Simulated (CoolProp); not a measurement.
Vapour-liquid equilibrium of cyclohexane (1) + ethylbenzene (2) at 0.15 MPa; x and y are mole fractions of (1).

Values from CoolProp's multi-fluid Helmholtz-energy mixture model, Zhou 2014 and Zhou 2012; pair parameters Bell 2016.

```tsv
x	bubble temperature, mixture model (K)	bubble temperature, Raoult's law (K)	y, mixture model	y, Raoult's law
0.05	418.3	419.2	0.179	0.170
0.2	403.1	405.6	0.528	0.511
0.35	392.2	395.1	0.713	0.705
0.5	384.2	386.7	0.819	0.823
0.65	378.2	379.8	0.889	0.901
0.8	373.2	374.0	0.941	0.953
0.95	368.9	369.0	0.986	0.990
```

The largest gap from Raoult's law is -2.9 K in bubble temperature, at x = 0.35. No azeotrope shows between x = 0.05 and 0.95.

The pair parameters rest on a limited set of measurements; away from them the model extrapolates.
